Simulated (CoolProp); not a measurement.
A closed Brayton cycle with carbon dioxide: compressor inlet 307.15 K and 7.9 MPa, high pressure 16.7 MPa, turbine inlet 815 K, compressor efficiency 0.85, turbine efficiency 0.9, recuperator effectiveness 0.9 (on enthalpy, no pinch check). Each further row changes one setting.

The numbers come from the reference Helmholtz-energy equation of state, Span 1996 in CoolProp.

```
case                           thermal efficiency (%)  net work (kJ/kg)  compressor to turbine work  compressor exit (K)  turbine exit (K)
-----------------------------  ----------------------  ----------------  --------------------------  -------------------  ----------------
as stated                                        30.7              79.8                        0.19                339.6             725.8
turbine inlet 765 K                              29.5              73.1                        0.20                339.6             679.1
compressor inlet 317.15 K                        31.3              65.4                        0.34                376.1             725.8
high pressure 14.2 MPa                           27.4              64.4                        0.18                332.4             744.7
recuperator effectiveness 0.5                    18.0              79.8                        0.19                339.6             725.8
```
